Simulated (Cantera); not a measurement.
A closed system holds: 1 mol CH₃SiCl₃, 0.0053 mol C₂H₂, 26 mol H₂, 2.1 mol CH₄, at 2075 K and 1.80 mbar.

These are equilibrium values from Cantera (NASA tables, ideal gas, pure condensed phases), not measurements of a reactor. Candidate condensed phases: C, C₆H₆, C₇H₈, C₈H₁₈, Si, SiC; 109 gas species. The feed counts by its element totals alone. The tables' values for SiCl are old estimates; treat these amounts as uncertain. Kinetics and transport are ignored.

Base state: H₂ 0.851, HCl 0.0804, H 0.0579, Si 0.00405, Cl 0.00404, SiCl₂ 0.00120, C₂H₂ (acetylene) 0.00106, SiCl 0.000315 (mole fractions); condensed: C(graphite) + SiC(s).

### Question
What changes in the equilibrium state with this change: CH₃SiCl₃ replaced by (CH₃)₂SiCl₂?

### Answer
```json
[
 {"species": "H₂", "before": "0.851", "after": "0.880"},
 {"species": "H", "before": "0.0579", "after": "0.0589"},
 {"species": "HCl", "before": "0.0804", "after": "0.0526"},
 {"species": "Cl", "before": "0.00404", "after": "0.00260"},
 {"species": "Si", "before": "0.00405", "after": "0.00405"},
 {"species": "SiCl₂", "before": "0.00120", "after": "0.000496"},
 {"species": "SiCl", "before": "0.000315", "after": "0.000202"},
 {"species": "C(graphite), mol", "before": "2.23", "after": "3.20"},
 {"species": "SiC(s), mol", "before": "0.786", "after": "0.809"}
]
```
Gases not in the tables: Si₂H₆ and higher silanes.

### Question
What changes in the equilibrium state with this change: temperature from 2075 K to 1450 K?

### Answer
| species | before | after |
|---|---|---|
| H₂ | 0.851 | 0.910 |
| HCl | 0.0804 | 0.0900 |
| H | 0.0579 | 0.000213 |
| SiCl₂ | 0.00120 | 0.000163 |
| Si | 0.00405 | 1.02e-8 |
| SiC₂ | 0.000235 | <1e-9 |
| C(graphite), mol | 2.23 | 2.12 |
| SiC(s), mol | 0.786 | 0.994 |
